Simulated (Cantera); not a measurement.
Input: 1 mol SiO₂, 110 mol H₂, equilibrated at 1298 K and 76.0 mbar.

These are equilibrium values from Cantera (NASA tables, ideal gas, pure condensed phases), not measurements of a reactor. Candidate condensed phases: H₂O, Si, SiO₂; 18 gas species. The tables hold silica as quartz up to 1696 K and as liquid above; real silica turns to tridymite and cristobalite and melts near 1996 K. Equilibrium is a limit: real reactors are often held back by kinetics, nucleation or transport.

Base state: H₂ 1.000 (mole fractions); condensed: SiO₂(β-quartz).

**Question.** What changes in the equilibrium state with this change: SiO₂ replaced by Fe₂O₃?

**Answer.** 
| species | before | after |
|---|---|---|
| H₂ | 1.000 | 0.973 |
| H₂O | 5.06e-6 | 0.0273 |
| SiO₂(β-quartz), mol | 0.999 | 0 |
| Fe(γ), mol | 0 | 2.00 |
Further candidate phases: Fe, FeO, Fe(OH)₂, Fe(OH)₃, Fe₂O₃, Fe₃O₄.
